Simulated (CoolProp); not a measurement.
Vapour-liquid equilibrium of propane (1) + R152A (2) at 294.6 K; x and y are mole fractions of (1).

The numbers come from the multi-fluid Helmholtz-energy mixture model, Lemmon 2009 and Outcalt 1996; pair parameters Bell 2016 in CoolProp.

```csv
x,"bubble pressure, mixture model (kPa)","bubble pressure, Raoult's law (kPa)","y, mixture model","y, Raoult's law"
0.05,621.4,552.8,0.160,0.079
0.125,?,577.7,0.312,0.188
0.2,799.9,602.7,0.408,0.288
0.275,856.5,627.6,0.475,0.381
0.35,898.2,652.6,?,0.466
0.425,928.7,677.6,0.568,0.545
0.5,950.8,702.5,0.605,0.618
0.575,965.9,727.5,0.640,0.687
0.65,974.8,752.4,?,0.751
0.725,?,777.4,0.717,0.810
0.8,?,802.3,0.766,0.866
0.875,950.0,827.3,0.829,0.919
0.95,910.7,852.2,0.918,0.969
```

Complete the blanks.


- 0.125, bubble pressure, mixture model (kPa): 723.4
- 0.35, y, mixture model: 0.526
- 0.65, y, mixture model: 0.677
- 0.725, bubble pressure, mixture model (kPa): 976.7
- 0.8, bubble pressure, mixture model (kPa): 969.8

The largest gap from Raoult's law is +37.6 % in bubble pressure, at x = 0.35. y crosses x between x = 0.65 and 0.725: the model has an azeotrope there.

Pair parameters are fitted to limited data, so mixtures are less certain than the pure fluids.
